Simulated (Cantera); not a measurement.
What does this Cantera script print?

```python
import numpy as np
import cantera as ct

gas = ct.Solution("gri30.yaml")
gas.TPX = 1575, 1300000, {'CH3OH': 0.01, 'O2': 0.007, 'N2': 1}
reactor = ct.IdealGasConstPressureReactor(gas, energy="off", clone=False)
net = ct.ReactorNet([reactor])
net.rtol, net.atol = 1e-08, 1e-18
show = ['CH3OH', 'O2', 'CO', 'NO', 'C2H4', 'O']
times = np.geomspace(2e-05, 2, 13)

steps = ct.SolutionArray(gas, extra=["t"])
rows = []
print(f"{'t/s':>10s}{'T/K':>9s}{'P/Pa':>11s}" + "".join(f"{s:>11s}" for s in show))
for t in times:
    while net.time < t:
        t_next = net.step()
        steps.append(gas.state, t=t_next)
    rows.append([np.interp(t, steps.t, y) for y in (steps.T, steps.P, *steps(*show).X.T)])
    print(f"{t:10.3e}{rows[-1][0]:9.1f}{rows[-1][1]:11.4g}" + "".join(f"{x:11.3e}" for x in rows[-1][2:]))
rate = np.gradient(steps.T, steps.t)
print("integrator steps:", len(steps.t))
if steps.T.max() > steps.T[0] + 200:
    print(f"time of steepest temperature rise: {steps.t[rate.argmax()]:.4e} s")
gas.TPX = 1575, 1300000, {'CH3OH': 0.01, 'O2': 0.007, 'N2': 1}
gas.equilibrate("TP")
print(f"equilibrium (TP): T = {gas.T:.1f} K  " + "  ".join(f"{s} {gas[s].X[0]:.3e}" for s in show))
```

It prints:

```
       t/s      T/K       P/Pa      CH3OH         O2         CO         NO       C2H4          O
 2.000e-05   1575.0    1.3e+06  6.449e-03  6.069e-03  8.667e-04  3.451e-09  2.543e-07  7.347e-07
 5.220e-05   1575.0    1.3e+06  3.322e-08  1.446e-03  9.083e-03  3.732e-07  7.940e-09  1.602e-04
 1.363e-04   1575.0    1.3e+06  8.652e-10  1.582e-06  7.734e-03  1.637e-06  3.416e-11  1.233e-06
 3.557e-04   1575.0    1.3e+06  4.600e-10  9.442e-08  7.420e-03  1.602e-06  2.662e-11  8.862e-08
 9.283e-04   1575.0    1.3e+06  2.582e-10  1.016e-08  7.246e-03  1.465e-06  2.656e-11  9.803e-09
 2.423e-03   1575.0    1.3e+06  1.258e-10  1.304e-09  7.132e-03  1.220e-06  2.514e-11  1.241e-09
 6.325e-03   1575.0    1.3e+06  5.381e-11  1.817e-10  7.051e-03  9.328e-07  2.302e-11  1.737e-10
 1.651e-02   1575.0    1.3e+06  2.226e-11  2.742e-11  6.991e-03  6.676e-07  2.175e-11  2.899e-11
 4.309e-02   1575.0    1.3e+06  1.116e-11  5.640e-12  6.938e-03  4.297e-07  2.110e-11  8.172e-12
 1.125e-01   1575.0    1.3e+06  8.771e-12  3.143e-12  6.882e-03  1.945e-07  2.037e-11  5.508e-12
 2.936e-01   1575.0    1.3e+06  8.113e-12  2.880e-12  6.832e-03  4.225e-08  1.864e-11  5.092e-12
 7.662e-01   1575.0    1.3e+06  7.509e-12  2.845e-12  6.819e-03  2.094e-08  1.467e-11  5.035e-12
 2.000e+00   1575.0    1.3e+06  6.265e-12  2.845e-12  6.819e-03  2.100e-08  7.921e-12  5.036e-12
integrator steps: 2531
equilibrium (TP): T = 1575.0 K  CH3OH 2.455e-14  O2 2.847e-12  CO 6.820e-03  NO 7.126e-09  C2H4 1.537e-17  O 5.042e-12
```

Model: GRI-Mech 3.0 (53 species, 325 reactions), integrated in Cantera. GRI-Mech 3.0 was tuned for natural gas; its chemistry of methanol as a main component is partial and can be far from experiment. The pressure lies above the range GRI-Mech 3.0 was tuned for (to about 10 atm).
